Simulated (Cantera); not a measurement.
What does this Cantera script print?

```python
import numpy as np
import cantera as ct

gas_names = """
    N N2 Si SiN Si2 Si2N Si3
""".split()
cond_names = """
    Si(cr) Si(L) Si3N4(a)
""".split()


# ... load() reads the species with a 1 bar reference pressure and builds the phases ...
atoms = {
    'Si3N4': {'Si': 3, 'N': 4},
    'Si': {'Si': 1},
    'N2': {'N': 2},
}
top_T = {'Si3N4(a)': 2400}  # K; cautious upper limits of use, not melting points


# ... equilibrate(T, P, feed) seeds the gas with the atoms and calls Mixture.equilibrate('TP', solver="vcs", rtol=1e-11, max_steps=5000) ...
results = []
feed = {'Si3N4': 1, 'Si': 0.0023, 'N2': 0.053}  # mol
P = 7.7  # Pa
for T in [1848, 1948, 2048, 2148, 2248, 2348, 2448, 2548]:
    mix = equilibrate(T, P, feed)
    results.append((T, P, feed, dict(zip(mix.species_names, mix.species_moles))))
    x = sorted(zip(gas.X, gas.species_names), reverse=True)
    print(f"T = {T:g} K  P = {P:g} Pa  gas = {mix.phase_moles(0):.4g} mol")
    print("   x: " + "  ".join(f"{s} {v:.3e}" for v, s in x if v > 0.0001))
    print("   condensed (mol): " + ("  ".join(f"{mix.phase(i).name} {mix.phase_moles(i):.4g}"
          for i in range(1, mix.n_phases) if mix.phase_moles(i) > 1e-12) or "none"))
```

It prints:

```
T = 1848 K  P = 7.7 Pa  gas = 2.238 mol
   x: N2 9.172e-01  Si 8.147e-02  Si2 5.668e-04  Si2N 4.032e-04  SiN 2.641e-04  Si3 1.314e-04
   condensed (mol): Si(L) 2.814
T = 1948 K  P = 7.7 Pa  gas = 2.957 mol
   x: N2 6.934e-01  Si 3.017e-01  Si2 2.749e-03  Si2N 8.994e-04  SiN 6.519e-04  Si3 6.049e-04
   condensed (mol): Si(L) 2.081
T = 2048 K  P = 7.7 Pa  gas = 5.024 mol
   x: Si 5.861e-01  N2 4.080e-01  Si2 4.061e-03  SiN 7.648e-04  Si2N 5.740e-04  Si3 5.080e-04
   condensed (mol): none
T = 2148 K  P = 7.7 Pa  gas = 5.043 mol
   x: Si 5.907e-01  N2 4.067e-01  Si2 1.762e-03  SiN 6.197e-04  Si2N 1.477e-04
   condensed (mol): none
T = 2248 K  P = 7.7 Pa  gas = 5.049 mol
   x: Si 5.923e-01  N2 4.063e-01  Si2 8.157e-04  SiN 5.101e-04
   condensed (mol): none
T = 2348 K  P = 7.7 Pa  gas = 5.052 mol
   x: Si 5.930e-01  N2 4.061e-01  SiN 4.266e-04  Si2 4.020e-04
   condensed (mol): none
T = 2448 K  P = 7.7 Pa  gas = 5.053 mol
   x: Si 5.933e-01  N2 4.061e-01  SiN 3.620e-04  Si2 2.096e-04
   condensed (mol): none
T = 2548 K  P = 7.7 Pa  gas = 5.054 mol
   x: Si 5.935e-01  N2 4.060e-01  SiN 3.113e-04  Si2 1.150e-04
   condensed (mol): none
```

Method: chemical equilibrium by Gibbs-energy minimisation in Cantera with the NASA 1993 tables (ideal gas, pure condensed phases). The tables' values for SiN are old estimates; treat these amounts as uncertain.
